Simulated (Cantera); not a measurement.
A perfectly stirred reactor is fed with NH3 : H2 = 1 : 2 (molar parts), at 1200 Pa; it is held at 1900 K, and followed from long to short residence time.

Model: the gas-phase N/H chemistry of the illustrative SiF4/NH3 mechanism in the Surface Chemkin manual (1991), integrated in Cantera. Walls and surfaces, which speed up NH3 decomposition in real reactors, are not modelled.

Question: What does this change do: NH3 1 to 0.22 parts?

Answer: 
```tsv
quantity	before	after
x(NH3) at τ = 4.80 s	0.161	0.0570
x(H2) at τ = 4.80 s	0.773	0.923
x(N2) at τ = 4.80 s	0.0643	0.0190
x(NH2) at τ = 4.80 s	0.000299	0.000142
x(NH) at τ = 4.80 s	7.63e-6	4.95e-6
x(NH3) at τ = 48.0 ms	0.331	0.0989
x(H2) at τ = 48.0 ms	0.668	0.901
x(N2) at τ = 48.0 ms	0.000802	3.60e-5
x(NH2) at τ = 48.0 ms	0.000396	9.05e-5
x(NH) at τ = 48.0 ms	6.43e-6	1.16e-6
```

Question: What does this change do: H2 2 to 8.9 parts?

Answer: 
```
quantity                 before     after
---------------------  --------  --------
x(NH3) at τ = 4.80 s      0.161    0.0580
x(H2) at τ = 4.80 s       0.773     0.922
x(N2) at τ = 4.80 s      0.0643    0.0194
x(NH2) at τ = 4.80 s   0.000299  0.000144
x(NH) at τ = 4.80 s     7.63e-6   4.99e-6
x(NH3) at τ = 48.0 ms     0.331     0.101
x(H2) at τ = 48.0 ms      0.668     0.899
x(N2) at τ = 48.0 ms   0.000802   3.85e-5
x(NH2) at τ = 48.0 ms  0.000396   9.33e-5
x(NH) at τ = 48.0 ms    6.43e-6   1.21e-6
```
